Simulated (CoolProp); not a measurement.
R22 along the isobar 30.7 bar: fugacity coefficient from the reference equation and from simpler models built on Tc = 369.3 K, pc = 49.90 bar, ω = 0.221; each cubic takes its own stable root.

Computed with CoolProp (reference Helmholtz-energy equation of state, Kamei 1995).

```
T (K)   phase  reference
-----  ------  ---------
161.1  liquid  0.0002179
177.3  liquid   0.001068
193.5  liquid   0.003834
209.7  liquid    0.01090
225.9  liquid    0.02587
242.1  liquid    0.05331
258.3  liquid    0.09812
274.5  liquid     0.1647
290.7  liquid     0.2562
306.9  liquid     0.3739
```

Question: How far does each simpler model (van der Waals, Redlich-Kwong, Peng-Robinson) lie from the reference over these 10 states: mean and median of the absolute difference, and the worst?

Answer: 
- van der Waals: mean 1684.0 %, median 435.6 %, worst +9202.4 % at 161.1 K and 30.7 bar
- Redlich-Kwong: mean 69.0 %, median 62.7 %, worst +135.0 % at 161.1 K and 30.7 bar
- Peng-Robinson: mean 2.7 %, median 0.7 %, worst +12.4 % at 161.1 K and 30.7 bar
